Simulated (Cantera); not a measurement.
A closed system holds: 1 mol SiC, 0.76 mol O2, 4.8 mol H2, held at 10.0 mbar.

Equilibrium computed with Cantera from the NASA thermochemical tables; the gas is ideal and each condensed phase is pure. Candidate condensed phases: C, C6H6, C7H8, C8H18, H2O, Si, SiC, SiO2; 123 gas species. Mutual solubility and eutectic melting of coexisting phases are not modelled. The tables hold silica as quartz up to 1696 K and as liquid above; real silica turns to tridymite and cristobalite and melts near 1996 K. Equilibrium is a limit: real reactors are often held back by kinetics, nucleation or transport.

Problem. At 1177 °C, list the 4 most abundant gas species with their mole fractions, and the condensed phases.

Solution. H2 0.900, CO 0.0962, SiO 0.00338, H 8.97e-5. Condensed: SiC(s) + SiO2(β-quartz).
